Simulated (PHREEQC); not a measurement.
Solution (15 °C): 0.2 mol HNO3, 0.00052 mol K2SO4 and 0.12 mol H3BO3 per kg of water. Closed to the air; pH follows from the charge balance.

All values are PHREEQC results (ion-association model, wateq4f.dat), not measurements.

This is a speciation only: nothing precipitates in the calculation.

Q: Estimate the pH, activity of water.

A: pH 0.80; activity of water 0.991.

Q: In which forms is S present?

A: HSO4- 84 %, SO4-2 16 % of the S.
